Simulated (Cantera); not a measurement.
Gas mixture: 39.9 % C2H2, 37.2 % C2H6, 22.9 % NH3, at 14.3 Torr, frozen composition.

Cantera's kinetic-theory transport with the Lennard-Jones parameters of GRI-Mech 3.0, ideal gas; thermal conductivity in the multicomponent form. Polar gases are described roughly by these parameters. The composition is frozen, though it would react at the higher temperatures.

D: mixture-averaged diffusion coefficient of that species in the mixture.

```
T (K)  ρ (kg/m³)  cp (J/kg/K)  μ (µPa s)  λ (mW/m/K)     Pr  D (cm²/s) N2  D (cm²/s) O  D (cm²/s) C2H2
-----  ---------  -----------  ---------  ----------  -----  ------------  -----------  --------------
400       0.0146         2086       13.1        37.3  0.735          15.2         23.3            12.1
500       0.0116         2370       16.0        51.4  0.739          22.6         34.6            18.4
600      0.00970         2623       18.7        66.0  0.742          31.1         47.5            25.6
700      0.00831         2842          …           …  0.744             …            …               …
800      0.00728         3030       23.5        95.5  0.745          51.1         77.7            42.9
900      0.00647         3199       25.7         110  0.746          62.5         94.9            52.7
1000     0.00582         3363       27.8         125  0.747          74.7          113            63.3
1100     0.00529         3500       29.8           …  0.747             …            …               …
```

### Question
What belongs in the gaps?

### Answer

- 700, μ (µPa s): 21.1
- 700, λ (mW/m/K): 80.8
- 700, D (cm²/s) N2: 40.7
- 700, D (cm²/s) O: 61.9
- 700, D (cm²/s) C2H2: 33.8
- 1100, λ (mW/m/K): 140
- 1100, D (cm²/s) N2: 87.8
- 1100, D (cm²/s) O: 133
- 1100, D (cm²/s) C2H2: 74.6
